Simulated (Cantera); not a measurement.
A perfectly stirred reactor is fed with H2 : O2 : N2 = 1.1 : 1 : 3.7 (molar parts), at 0.898 atm; it is held at 1223 K, and followed from long to short residence time.

Cantera simulation using GRI-Mech 3.0 (53 species, 325 reactions); the numbers are that mechanism's predictions, not measurements. The temperature is held fixed by assumption; the heat of reaction is taken as removed at once.

Question: What does this change do: H2 1.1 to 0.12 parts?

Answer: 
```tsv
quantity	before	after
x(H2) at τ = 8.50 s	2.86e-5	6.34e-6
x(O2) at τ = 8.50 s	0.0857	0.197
x(H2O) at τ = 8.50 s	0.209	0.0252
x(NO2) at τ = 8.50 s	1.94e-8	2.00e-8
x(HO2) at τ = 8.50 s	1.26e-6	3.16e-7
x(H2) at τ = 83.0 ms	0.000658	0.000131
x(O2) at τ = 83.0 ms	0.0859	0.197
x(H2O) at τ = 83.0 ms	0.209	0.0250
x(NO2) at τ = 83.0 ms	5.26e-9	4.33e-9
x(HO2) at τ = 83.0 ms	2.05e-5	4.92e-6
```

Question: What does this change do: pressure from 0.898 atm to 0.415 atm?

Answer: 
| quantity | before | after |
|---|---|---|
| x(H2) at τ = 8.50 s | 2.86e-5 | 3.51e-5 |
| x(O2) at τ = 8.50 s | 0.0857 | 0.0857 |
| x(H2O) at τ = 8.50 s | 0.209 | 0.209 |
| x(NO2) at τ = 8.50 s | 1.94e-8 | 1.14e-8 |
| x(HO2) at τ = 8.50 s | 1.26e-6 | 1.25e-6 |
| x(H2) at τ = 83.0 ms | 0.000658 | 0.000757 |
| x(O2) at τ = 83.0 ms | 0.0859 | 0.0858 |
| x(H2O) at τ = 83.0 ms | 0.209 | 0.208 |
| x(NO2) at τ = 83.0 ms | 5.26e-9 | 1.42e-9 |
| x(HO2) at τ = 83.0 ms | 2.05e-5 | 1.56e-5 |

Question: What does this change do: pressure from 0.898 atm to 0.217 atm?

Answer: 
| quantity | before | after |
|---|---|---|
| x(H2) at τ = 8.50 s | 2.86e-5 | 5.14e-5 |
| x(O2) at τ = 8.50 s | 0.0857 | 0.0857 |
| x(H2O) at τ = 8.50 s | 0.209 | 0.209 |
| x(NO2) at τ = 8.50 s | 1.94e-8 | 4.43e-9 |
| x(HO2) at τ = 8.50 s | 1.26e-6 | 1.36e-6 |
| x(H2) at τ = 83.0 ms | 0.000658 | 0.00109 |
| x(O2) at τ = 83.0 ms | 0.0859 | 0.0858 |
| x(H2O) at τ = 83.0 ms | 0.209 | 0.208 |
| x(NO2) at τ = 83.0 ms | 5.26e-9 | 5.78e-10 |
| x(HO2) at τ = 83.0 ms | 2.05e-5 | 1.22e-5 |
